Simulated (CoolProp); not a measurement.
Computed with CoolProp (reference Helmholtz-energy equation of state, Tillner-Roth 1997).

Q: Give the vapour pressure (MPa), liquid density (kg/m³), surface tension (mN/m), liquid conductivity (mW/(m K)) of saturated CH2F2 (R32) at 308.4 K.

A: 
```csv
T (K),p (MPa),liquid density (kg/m³),surface tension (mN/m),liquid conductivity (mW/(m K))
308.4,2.20,916,5.20,125
```

Thermal conductivity comes from a separate model (Huber 2003), an estimate that may be off by 10 % or more. Surface tension comes from a separate correlation (Mulero 2012).
